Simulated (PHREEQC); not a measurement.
Dissolve 22 mmol/kgw CsOH, 0.99 mmol/kgw Na2SiO3 and 0.0089 mmol/kgw K3PO4 at 20 °C. Closed to the air; pH follows from the charge balance.

Equilibrium calculation in PHREEQC: ion-association model, wateq4f.dat.

Question: The ionic strength comes out as 0.0242 mol/kgw. What activity coefficients do H3SiO4-, Cs+, OH-, K+, PO4-3 get?

Answer: H3SiO4- 0.86, Cs+ 0.86, OH- 0.86, K+ 0.86, PO4-3 0.27.

This is a speciation only: nothing precipitates in the calculation. H3PO4, which wateq4f.dat lacks, is added to it with the constant of phreeqc.dat.
